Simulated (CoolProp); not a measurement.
Vapour-liquid equilibrium of CHF3 (R23) (1) + sulfur hexafluoride (2) at 0.795 MPa; x and y are mole fractions of (1).

Computed with CoolProp (multi-fluid Helmholtz-energy mixture model, Penoncello 2003 and Guder 2009; pair parameters Bell 2016).

```csv
x,bubble temperature (°C),y at the bubble point,dew temperature at overall composition x (°C),liquid density (mol/L)
0.05,[?],0.179,-17.1,11.71
0.125,-27.0,0.347,-19.5,12.14
0.2,-30.5,0.448,-21.9,12.51
0.275,-32.8,[?],-24.5,12.87
0.35,[?],0.563,-27.1,13.23
0.425,-35.5,0.603,-29.7,13.62
0.5,[?],0.639,-32.3,[?]
0.575,-37.0,0.674,-34.7,14.48
0.65,-37.5,0.711,-36.6,14.98
0.725,-37.8,0.753,[?],15.52
0.8,-37.9,0.801,-37.9,16.11
0.875,-37.8,0.861,[?],16.75
0.95,-37.3,0.936,-37.2,17.43
```

Fill in the missing entries.


- 0.05, bubble temperature (°C): -21.2
- 0.275, y at the bubble point: 0.514
- 0.35, bubble temperature (°C): -34.4
- 0.5, bubble temperature (°C): -36.4
- 0.5, liquid density (mol/L): 14.03
- 0.725, dew temperature at overall composition x (°C): -37.6
- 0.875, dew temperature at overall composition x (°C): -37.7

y crosses x between x = 0.8 and 0.875: the model has an azeotrope there.

Pair parameters are fitted to limited data, so mixtures are less certain than the pure fluids.
